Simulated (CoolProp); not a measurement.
Vapour-liquid equilibrium of R143a (1) + R152A (2) at -53.65 °C; x and y are mole fractions of (1).

Values from CoolProp's multi-fluid Helmholtz-energy mixture model, Lemmon and Jacobsen 2000 and Outcalt 1996; pair parameters Bell 2016.

```csv
x,bubble pressure (MPa),y at the bubble point,dew pressure at overall composition x (MPa),liquid density (mol/L)
0.05,0.02591,0.184,0.02308,16.10
0.15,0.03264,0.414,0.02512,15.87
0.25,0.03860,0.555,0.02755,15.64
0.35,0.04400,0.654,0.03046,15.42
0.45,0.04900,0.730,0.03400,15.20
0.55,0.05374,0.791,0.03836,14.99
0.65,0.05831,0.845,0.04377,14.78
0.75,0.06279,0.893,0.05050,14.58
0.85,0.06725,0.937,0.05878,14.38
0.95,0.07174,0.979,0.06860,14.18
```

No azeotrope shows between x = 0.05 and 0.95.

The pair parameters rest on a limited set of measurements; away from them the model extrapolates.
